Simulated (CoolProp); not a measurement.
Saturated liquid density (kg/m³) of R114: the reference equation beside estimates from Tc = 420.6 K, pc = 3.352 MPa, ω = 0.252. Rackett uses Z = 0.29056 − 0.08775 ω.

Values from CoolProp's reference Helmholtz-energy equation of state, Platzer 1990. This equation is an older, rougher fit; its heat capacities, sound speeds and derivatives of the liquid may be far off and weren't checked against measurements.

```
T (K)  reference  Rackett  Redlich-Kwong  Peng-Robinson
-----  ---------  -------  -------------  -------------
287.8       1486     1572           1378           1620
297.5       1457     1541           1345           1586
307.1       1427     1508           1311           1549
316.7       1396     1475           1275           1510
326.4       1363     1439           1236           1468
336         1328     1402           1195           1423
345.7       1292     1363           1152           1373
355.3       1253     1322           1106           1319
364.9       1210     1277           1056           1260
374.6       1163     1228           1001           1193
384.2       1110     1174          940.8           1119
393.9       1047     1110          871.9           1032
403.5      967.4     1034          791.2          927.1
413.1      850.3    925.7          685.1          787.6
```

Absolute difference from the reference over all 14 rows, mean and median: Rackett 6.0 and 5.7 %, Redlich-Kwong 12.1 and 11.3 %, Peng-Robinson 5.8 and 6.7 %.
